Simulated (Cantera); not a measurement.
## Stirred combustor or abatement burner

A perfectly stirred reactor is fed with 2.78 % CO, 2.59 % H2, 3.90 % CH4, 6.98 % O2, 83.8 % N2, equivalence ratio 1.5, at 7.80 bar; it is adiabatic with a 800 K inlet, and is followed from long to short residence time, starting on the burning branch (τ in s: 0.1, 0.046, 0.021, 0.0095, 0.0044, 0.002, 0.00092, 0.00042, 0.00019, 8.8e-05, 4e-05, 1.8e-05).

Computed with Cantera and GRI-Mech 3.0 (53 species, 325 reactions).

```
τ (s)    T (K)    x CO    x H2    x CH4    x HCO    x H2O2      x O
-------  -----  ------  ------  -------  -------  --------  -------
0.10      1579  0.0292  0.0186  0.00468  4.28e-9   1.26e-8  7.62e-8
0.046     1568  0.0308  0.0184  0.00469  8.31e-9   2.52e-8  1.64e-7
0.021     1551  0.0330  0.0183  0.00477  1.77e-8   5.14e-8  3.56e-7
0.0095    1522  0.0357  0.0182  0.00517  4.15e-8   1.12e-7  7.65e-7
0.0044    1460  0.0387  0.0186  0.00664  1.04e-7   3.42e-7  1.45e-6
0.0020     800  0.0278  0.0259   0.0390   <1e-12  8.37e-12   <1e-12
0.00092    800  0.0278  0.0259   0.0390   <1e-12  1.70e-12   <1e-12
0.00042    800  0.0278  0.0259   0.0390   <1e-12    <1e-12   <1e-12
0.00019    800  0.0278  0.0259   0.0390   <1e-12    <1e-12   <1e-12
8.8e-5     800  0.0278  0.0259   0.0390   <1e-12    <1e-12   <1e-12
4.0e-5     800  0.0278  0.0259   0.0390   <1e-12    <1e-12   <1e-12
1.8e-5     800  0.0278  0.0259   0.0390   <1e-12    <1e-12   <1e-12
```
x: mole fraction; the columns are a selection and need not sum to one.
